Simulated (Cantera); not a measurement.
Cantera run, input and output.

```python
import numpy as np
import cantera as ct

surf = ct.Interface("diamond.yaml", "diamond_100")
gas, bulk = surf.adjacent["gas"], surf.adjacent["diamond"]
k = surf.kinetics_species_index(bulk.species_names[0])
cover = ["c6HH", "c6H*", "c6*H", "c6**", "c6HM", "c6B"]

rows, drift = [], 0.0
print(f"{'T':>10s}{'um/h':>11s}" + "".join(f"{s:>11s}" for s in cover))
for v in [925, 1000, 1075, 1150, 1225, 1300, 1375]:
    T, P, xH, xCH3 = v, 4500, 0.00035, 0.00058
    gas.TPX = T, P, {"H": xH, "CH3": xCH3, "CH4": 0.0048, "H2": 1 - xH - xCH3 - 0.0048}
    surf.TP = bulk.TP = T, P
    surf.coverages = "c6H*:0.1, c6HH:0.9"
    surf.advance_coverages(100.0)
    before = surf.coverages
    surf.advance_coverages(100.0)
    drift = max(drift, np.max(np.abs(surf.coverages - before) / (surf.coverages + 1e-9)))
    rate = surf.net_production_rates[k] * bulk.mean_molecular_weight / bulk.density * 3.6e9
    rows.append([rate, *surf[cover].coverages])
    print(f"{v:10.4g}{rate:11.4e}" + "".join(f"{x:11.3e}" for x in rows[-1][1:]))
```

Result:

```
         T       um/h       c6HH       c6H*       c6*H       c6**       c6HM        c6B
       925 3.3367e+00  2.976e-01  5.204e-03  1.339e-01  1.530e-03  4.415e-01  9.054e-09
      1000 4.4131e+00  3.723e-01  1.069e-02  2.189e-01  3.508e-03  2.876e-01  1.198e-08
      1075 3.0785e+00  4.735e-01  2.045e-02  3.439e-01  7.137e-03  1.022e-01  8.354e-09
      1150 1.5319e+00  5.019e-01  2.947e-02  4.178e-01  1.043e-02  2.106e-02  4.157e-09
      1225 1.0827e+00  4.968e-01  3.609e-02  4.404e-01  1.248e-02  3.914e-03  2.938e-09
      1300 8.5006e-01  4.972e-01  4.123e-02  4.406e-01  1.378e-02  7.623e-04  2.307e-09
      1375 3.9938e-01  5.091e-01  4.517e-02  4.289e-01  1.432e-02  1.618e-04  1.084e-09
```

Computed with Cantera and the Harris–Goodwin 1993 mechanism for the reconstructed diamond (100) surface.
